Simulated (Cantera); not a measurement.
Source: NASA polynomial tables (part measured, part estimated), evaluated in Cantera. Values are per mole of reaction as written; species without (g) are pure solids or liquids, kept so even where they would boil at 1 bar.

3 TiO2 + N(g) = Ti3O5 + NO(g)

| T (K) | ΔH° (kJ) | ΔS° (J/K) | ΔG° (kJ) | log10 K | condensed phases |
|---|---|---|---|---|---|
| 1598 | ___ | ___ | ___ | ___ | TiO2(rutile), Ti3O5(s) |
| 1698 | 10.9 | 65.1 | -99.7 | 3.07 | TiO2(rutile), Ti3O5(s) |
| 1798 | 13.7 | 66.7 | -106.3 | 3.09 | TiO2(rutile), Ti3O5(s) |
| 1898 | ___ | ___ | ___ | ___ | TiO2(rutile), Ti3O5(s) |
| 1998 | 20.5 | 70.4 | -120.0 | 3.14 | TiO2(rutile), Ti3O5(s) |
| 2098 | 196.4 | 156.1 | -131.2 | 3.27 | TiO2(rutile), Ti3O5(l) |
| 2198 | -4.1 | 62.0 | -140.4 | 3.34 | TiO2(l), Ti3O5(l) |

Q: What belongs in the gaps?

A: 
- 1598, ΔH° (kJ): 8.5
- 1598, ΔS° (J/K): 63.7
- 1598, ΔG° (kJ): -93.3
- 1598, log10 K: 3.05
- 1898, ΔH° (kJ): 16.9
- 1898, ΔS° (J/K): 68.5
- 1898, ΔG° (kJ): -113.1
- 1898, log10 K: 3.11
